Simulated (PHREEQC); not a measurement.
## Sulfide liquor (model solution)

Solution (25 °C): 87 mmol/kgw NH4HS, 1.6 mmol/kgw NaCl and 0.63 mmol/kgw FeCl2. Closed to the air; pH follows from the charge balance.

Model: ion-association model, phreeqc.dat, run in PHREEQC.

Each row changes one thing in this solution. This is a speciation only: nothing precipitates in the calculation.

```tsv
case	pH	ionic strength (mol/kgw)	H2S (mol/kgw)	NH3 (mol/kgw)	SI of Halite (NaCl)
as made	8.09	0.0843	0.00434	0.00434	-7.12
NaCl from 0.0016 to 0.00144 mol/kgw	8.09	0.0841	0.00434	0.00434	(withheld)
FeCl2 from 0.00063 to 6.3e-05 mol/kgw	8.10	0.0842	0.00438	0.00438	-7.34
FeCl2 left out	8.10	0.0842	0.00439	0.00438	(withheld)
temperature from 25 to 60 °C	7.45	0.0801	0.00848	0.00847	-7.15
0.0015 mol/kgw H3PO4 added	(withheld)	0.0869	0.00598	0.00311	-7.12
```

Question: What belongs in the gaps?

Answer: 
- NaCl from 0.0016 to 0.00144 mol/kgw, SI of Halite (NaCl): -7.19
- FeCl2 left out, SI of Halite (NaCl): -7.37
- 0.0015 mol/kgw H3PO4 added, pH: 7.94

Complexes and solids missing from the database can't appear. Some of these states are supersaturated (in Mackinawite, FeS(ppt), for instance). At this temperature some constants are extrapolated from 25 °C, and those without enthalpy data are left unchanged.
